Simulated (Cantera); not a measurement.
What does this Cantera script print?

```python
import numpy as np
import cantera as ct

gas = ct.Solution("gri30.yaml")
gas.TPX = 1025, 1400000, {'CH2O': 0.0041, 'O2': 0.0045, 'N2': 1.3}
reactor = ct.IdealGasConstPressureReactor(gas, energy="off", clone=False)
net = ct.ReactorNet([reactor])
net.rtol, net.atol = 1e-08, 1e-18
show = ['CH2O', 'O2', 'C2H2', 'CH2', 'CH4', 'H2O', 'N2O']
times = np.geomspace(0.0005, 2, 10)

steps = ct.SolutionArray(gas, extra=["t"])
rows = []
print(f"{'t/s':>10s}{'T/K':>9s}{'P/Pa':>11s}" + "".join(f"{s:>11s}" for s in show))
for t in times:
    while net.time < t:
        t_next = net.step()
        steps.append(gas.state, t=t_next)
    rows.append([np.interp(t, steps.t, y) for y in (steps.T, steps.P, *steps(*show).X.T)])
    print(f"{t:10.3e}{rows[-1][0]:9.1f}{rows[-1][1]:11.4g}" + "".join(f"{x:11.3e}" for x in rows[-1][2:]))
rate = np.gradient(steps.T, steps.t)
print("integrator steps:", len(steps.t))
if steps.T.max() > steps.T[0] + 200:
    print(f"time of steepest temperature rise: {steps.t[rate.argmax()]:.4e} s")
gas.TPX = 1025, 1400000, {'CH2O': 0.0041, 'O2': 0.0045, 'N2': 1.3}
gas.equilibrate("TP")
print(f"equilibrium (TP): T = {gas.T:.1f} K  " + "  ".join(f"{s} {gas[s].X[0]:.3e}" for s in show))
```

Result:

```
       t/s      T/K       P/Pa       CH2O         O2       C2H2        CH2        CH4        H2O        N2O
 5.000e-04   1025.0    1.4e+06  3.128e-03  3.436e-03  9.620e-26  4.093e-16  1.429e-13  6.649e-07  1.295e-12
 1.257e-03   1025.0    1.4e+06  3.020e-03  3.385e-03  9.749e-22  6.246e-14  2.100e-11  2.694e-05  2.714e-11
 3.158e-03   1025.0    1.4e+06  9.740e-04  2.683e-03  1.950e-17  1.718e-12  1.057e-09  1.041e-03  4.382e-10
 7.937e-03   1025.0    1.4e+06  2.361e-06  2.225e-03  2.886e-16  6.092e-16  1.289e-09  2.169e-03  4.966e-09
 1.995e-02   1025.0    1.4e+06  3.438e-07  2.145e-03  2.564e-16  6.755e-17  1.150e-09  2.268e-03  8.178e-09
 5.013e-02   1025.0    1.4e+06  2.981e-08  2.044e-03  2.006e-16  3.327e-17  9.999e-10  2.373e-03  1.278e-08
 1.260e-01   1025.0    1.4e+06  3.268e-10  1.850e-03  1.041e-16  1.448e-17  7.368e-10  2.558e-03  2.301e-08
 3.166e-01   1025.0    1.4e+06  5.479e-11  1.542e-03  2.095e-17  4.617e-18  3.872e-10  2.811e-03  4.511e-08
 7.958e-01   1025.0    1.4e+06  1.861e-11  1.188e-03  8.645e-19  1.170e-18  1.203e-10  3.017e-03  8.758e-08
 2.000e+00   1025.0    1.4e+06  4.368e-12  8.717e-04  9.666e-21  1.632e-19  1.861e-11  3.106e-03  1.570e-07
integrator steps: 1479
equilibrium (TP): T = 1025.0 K  CH2O 4.439e-28  O2 3.048e-04  C2H2 9.123e-59  CH2 4.701e-48  CH4 5.327e-42  H2O 3.133e-03  N2O 5.927e-10
```

Detailed kinetics in Cantera: GRI-Mech 3.0 (53 species, 325 reactions). The pressure lies above the range GRI-Mech 3.0 was tuned for (to about 10 atm).
